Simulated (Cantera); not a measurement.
A Cantera script and what it prints.

```python
import numpy as np
import cantera as ct

gas_names = """
    CL CL2 H HCL H2 N NH NH2 NH3 N2 N2H2 N2H4 Si SiCL SiCL2 SiCL3 SiCL4 SiH SiHCL3 SiH2 SiH2CL2 SiH3
    SiH3CL SiH4 SiN Si2 Si2N Si3
""".split()
cond_names = """
    NH4CL(a) NH4CL(b) Si(cr) Si(L) Si3N4(a)
""".split()


# ... load() reads the species with a 1 bar reference pressure and builds the phases ...
atoms = {
    'SiH2Cl2': {'Si': 1, 'H': 2, 'CL': 2},
    'NH3': {'N': 1, 'H': 3},
    'N2': {'N': 2},
}
top_T = {'Si3N4(a)': 2400}  # K; cautious upper limits of use, not melting points


# ... equilibrate(T, P, feed) seeds the gas with the atoms and calls Mixture.equilibrate('TP', solver="vcs", rtol=1e-11, max_steps=5000) ...
results = []
feed = {'SiH2Cl2': 1, 'NH3': 0.17, 'N2': 11}  # mol
P = 25  # Pa
for T in [973, 1073, 1173, 1273, 1373, 1473, 1573, 1673]:
    mix = equilibrate(T, P, feed)
    results.append((T, P, feed, dict(zip(mix.species_names, mix.species_moles))))

top = {s: max(r[3][s] / sum(r[3][g] for g in gas_names) for r in results) for s in gas_names}
cols = sorted((s for s in top if top[s] > 1e-05), key=lambda s: -top[s])[:5]
seen = [c for c in cond_names if any(r[3].get(c, 0) > 1e-12 for r in results)]
print("log10 of partial pressures in bar; condensed amounts in mol")
print(f"{'T/K':>10s}" + "".join(f"{s[:9]:>10s}" for s in cols + seen))
for T, P, feed, n in results:
    ng = sum(n[g] for g in gas_names)
    print(f"{T:10.4g}" + "".join(f"{np.log10(max(n[s] / ng * P / 1e5, 1e-99)):10.3f}" for s in cols)
          + "".join(f"{n.get(c, 0):10.4g}" for c in seen))
```

Result:

```
log10 of partial pressures in bar; condensed amounts in mol
       T/K        N2       HCL        H2     SiCL2     SiCL4    Si(cr)  Si3N4(a)
       973    -3.684    -4.482    -5.079    -8.774    -5.787         0    0.3055
      1073    -3.684    -4.471    -5.102    -7.403    -5.864         0    0.3085
      1173    -3.685    -4.472    -5.103    -6.305    -5.997         0    0.3041
      1273    -3.685    -4.514    -5.033    -5.539    -6.420         0    0.2705
      1373    -3.685    -4.637    -4.895    -5.139    -7.282         0    0.2023
      1473    -3.684    -4.821    -4.784    -4.945    -8.323         0    0.1329
      1573    -3.684    -5.033    -4.720    -4.848    -9.370         0   0.08112
      1673    -3.684    -5.065    -4.724    -4.849   -10.005     0.208         0
```

Method: chemical equilibrium by Gibbs-energy minimisation in Cantera with the NASA 1993 tables (ideal gas, pure condensed phases). The tables' values for SiCl3, SiCl, SiN are old estimates; treat these amounts as uncertain.
